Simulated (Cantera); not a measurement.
An isothermal, constant-pressure homogeneous reactor starts with N₂O : H₂O = 1 : 0.084 (molar parts), at 1573 K and 0.138 atm. Integrator tolerance rtol = 1e-08.

Cantera simulation using GRI-Mech 3.0 (53 species, 325 reactions); the numbers are that mechanism's predictions, not measurements. GRI-Mech 3.0 was tuned for natural gas; its chemistry of N2O as a main component is partial and can be far from experiment. The temperature is held fixed by assumption; the heat of reaction is taken as removed at once.

**Question.** What does this change do: temperature 1573 to 1050 K?

**Answer.** 
```json
[
 {"quantity": "x(N₂O) at 60.0 s", "before": "3.60e-6 (gas-phase equilibrium 3.80e-8)", "after": "0.637 (gas-phase equilibrium 1.53e-9)"},
 {"quantity": "x(H₂O) at 60.0 s", "before": "0.0529 (gas-phase equilibrium 0.0529)", "after": "0.0699 (gas-phase equilibrium 0.0530)"},
 {"quantity": "x(NO) at 60.0 s", "before": "0.121 (gas-phase equilibrium 0.00189)", "after": "0.00732 (gas-phase equilibrium 5.83e-5)"},
 {"quantity": "x(NO₂) at 60.0 s", "before": "0.000216 (gas-phase equilibrium 3.74e-6)", "after": "0.000460 (gas-phase equilibrium 1.03e-6)"},
 {"quantity": "x(O₂) at 60.0 s", "before": "0.255 (gas-phase equilibrium 0.315)", "after": "0.0937 (gas-phase equilibrium 0.316)"},
 {"quantity": "x(HO₂) at 60.0 s", "before": "1.64e-7 (gas-phase equilibrium 1.92e-7)", "after": "6.10e-8 (gas-phase equilibrium 1.21e-9)"},
 {"quantity": "x(H) at 60.0 s", "before": "1.28e-7 (gas-phase equilibrium 1.21e-7)", "after": "7.17e-11 (gas-phase equilibrium <1e-12)"}
]
```
The mechanism lacks the step 2 NO + O2 → 2 NO2, which can matter for NO2 below about 1400 K.
